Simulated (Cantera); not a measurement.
Input (Python, Cantera) and output of one run.

```python
import numpy as np
import cantera as ct

gas_names = [...]  # 87 gases of nasa_gas.yaml made of C, H, Si
cond_names = """
    C(gr) C6H6(L) C7H8(L) C8H18(L),n-octa Si(cr) Si(L) SiC(b)
""".split()


# ... load() reads the species with a 1 bar reference pressure and builds the phases ...
atoms = {
    'SiH4': {'Si': 1, 'H': 4},
    'C2H2': {'C': 2, 'H': 2},
    'H2': {'H': 2},
}
top_T = {'C(gr)': 4500, 'SiC(b)': 3050}  # K; cautious upper limits of use, not melting points


# ... equilibrate(T, P, feed) seeds the gas with the atoms and calls Mixture.equilibrate('TP', solver="vcs", rtol=1e-11, max_steps=5000) ...
results = []
feed = {'SiH4': 1, 'C2H2': 0.4, 'H2': 68}  # mol
P = 10000  # Pa
for T in [1473, 1523, 1573, 1623, 1673, 1723, 1773]:
    mix = equilibrate(T, P, feed)
    results.append((T, P, feed, dict(zip(mix.species_names, mix.species_moles))))
    x = sorted(zip(gas.X, gas.species_names), reverse=True)
    print(f"T = {T:g} K  P = {P:g} Pa  gas = {mix.phase_moles(0):.4g} mol")
    print("   x: " + "  ".join(f"{s} {v:.3e}" for v, s in x if v > 1e-06))
    print("   condensed (mol): " + ("  ".join(f"{mix.phase(i).name} {mix.phase_moles(i):.4g}"
          for i in range(1, mix.n_phases) if mix.phase_moles(i) > 1e-12) or "none"))
```

Result:

```
T = 1473 K  P = 10000 Pa  gas = 70.4 mol
   x: H2 1.000e+00  H 4.001e-05  CH4 1.922e-06  SiH2 1.051e-06
   condensed (mol): Si(cr) 0.2  SiC(b) 0.7999
T = 1523 K  P = 10000 Pa  gas = 70.4 mol
   x: H2 9.999e-01  H 7.308e-05  SiH2 2.005e-06  CH4 1.833e-06
   condensed (mol): Si(cr) 0.2  SiC(b) 0.7999
T = 1573 K  P = 10000 Pa  gas = 70.4 mol
   x: H2 9.999e-01  H 1.286e-04  SiH2 3.669e-06  CH4 1.754e-06
   condensed (mol): Si(cr) 0.1998  SiC(b) 0.7999
T = 1623 K  P = 10000 Pa  gas = 70.41 mol
   x: H2 9.998e-01  H 2.185e-04  SiH2 6.466e-06  CH4 1.684e-06  Si 1.564e-06
   condensed (mol): Si(cr) 0.1995  SiC(b) 0.7999
T = 1673 K  P = 10000 Pa  gas = 70.41 mol
   x: H2 9.996e-01  H 3.601e-04  SiH2 1.101e-05  Si 4.178e-06  SiH 2.233e-06  CH4 1.621e-06
   condensed (mol): Si(cr) 0.1989  SiC(b) 0.7999
T = 1723 K  P = 10000 Pa  gas = 70.42 mol
   x: H2 9.994e-01  H 5.765e-04  SiH2 1.697e-05  Si 9.834e-06  SiH 4.471e-06  CH4 1.675e-06
   condensed (mol): Si(L) 0.1979  SiC(b) 0.7999
T = 1773 K  P = 10000 Pa  gas = 70.43 mol
   x: H2 9.990e-01  H 8.992e-04  SiH2 2.465e-05  Si 2.130e-05  SiH 8.312e-06  CH4 1.788e-06
   condensed (mol): Si(L) 0.1963  SiC(b) 0.7998
```

Method: chemical equilibrium by Gibbs-energy minimisation in Cantera with the NASA 1993 tables (ideal gas, pure condensed phases). Mutual solubility and eutectic melting of coexisting phases are not modelled. Gases not in the tables: Si2H6 and higher silanes.
